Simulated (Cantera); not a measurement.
Feed: 1 mol CF₄, 0.37 mol HCl, 0.12 mol H₂, equilibrated at 0.180 bar.

These are equilibrium values from Cantera (NASA tables, ideal gas, pure condensed phases), not measurements of a reactor. Candidate condensed phases: C, C₆H₆, C₇H₈, C₈H₁₈; 118 gas species. Gases not in the tables: C₂F₆ and larger saturated fluorocarbons. Rates play no part.

### Question
What share of the C ends up in condensed phases as a function of T (°C), at 750, 825, 900, 975, 1050, 1125, 1200, 1275, 1350, 1425, 1500, 1575?

### Answer
```tsv
T (°C)	C condensed (%)	as
750	7.9	C(graphite)
825	8.7	C(graphite)
900	9.5	C(graphite)
975	10.3	C(graphite)
1050	10.9	C(graphite)
1125	11.5	C(graphite)
1200	12.1	C(graphite)
1275	12.5	C(graphite)
1350	13.0	C(graphite)
1425	13.3	C(graphite)
1500	13.6	C(graphite)
1575	13.7	C(graphite)
```
